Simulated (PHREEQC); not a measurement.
Consider water at 70 °C with 0.02 mol CuCl2 and 0.013 mol H3BO3 per kg of water. Closed to the air; pH follows from the charge balance.

The numbers come from PHREEQC with the ion-association model, phreeqc.dat.

```json
{
  "pH": "4.13",
  "ionic_strength": "0.0508 mol/kgw",
  "density": "0.980 g/cm³"
}
```

```json
[
 {"species": "Cl-", "molality": "0.0354", "activity": "0.0282", "log γ": "-0.098"},
 {"species": "Cu+2", "molality": "0.0154", "activity": "0.00693", "log γ": "-0.346"},
 {"species": "H3BO3", "molality": "0.0130", "activity": "0.0132", "log γ": "0.005"},
 {"species": "CuCl+", "molality": "0.00446", "activity": "0.00357", "log γ": "-0.097"},
 {"species": "H+", "molality": "8.86e-5", "activity": "7.46e-5", "log γ": "-0.075"},
 {"species": "CuCl2", "molality": "8.18e-5", "activity": "8.27e-5", "log γ": "0.005"},
 {"species": "Cu2(OH)2+2", "molality": "4.36e-5", "activity": "1.83e-5", "log γ": "-0.377"},
 {"species": "CuOH+", "molality": "1.16e-6", "activity": "9.28e-7", "log γ": "-0.097"},
 {"species": "H2BO3-", "molality": "2.57e-7", "activity": "2.07e-7", "log γ": "-0.094"}
]
```

Precipitation was switched off in this run. Species that the database lacks are ignored. At this temperature some constants are extrapolated from 25 °C, and those without enthalpy data are left unchanged.
